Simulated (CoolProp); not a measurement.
Vapour-liquid equilibrium of acetone (1) + benzene (2) at 393.7 K; x and y are mole fractions of (1).

The numbers come from the multi-fluid Helmholtz-energy mixture model, Lemmon 2006 and Thol 2012; pair parameters Bell 2016 in CoolProp.

```tsv
x	bubble pressure, mixture model (kPa)	bubble pressure, Raoult's law (kPa)	y, mixture model	y, Raoult's law
0.05	327.6	319.4	0.112	0.096
0.2	389.0	365.7	0.350	0.335
0.35	440.4	412.0	0.515	0.520
0.5	485.5	458.3	0.645	0.668
0.65	526.4	504.5	0.758	0.789
0.8	564.6	550.8	0.863	0.890
0.95	600.8	597.1	0.966	0.975
```

The largest gap from Raoult's law is +6.9 % in bubble pressure, at x = 0.35. No azeotrope shows between x = 0.05 and 0.95.

Pair parameters are fitted to limited data, so mixtures are less certain than the pure fluids.
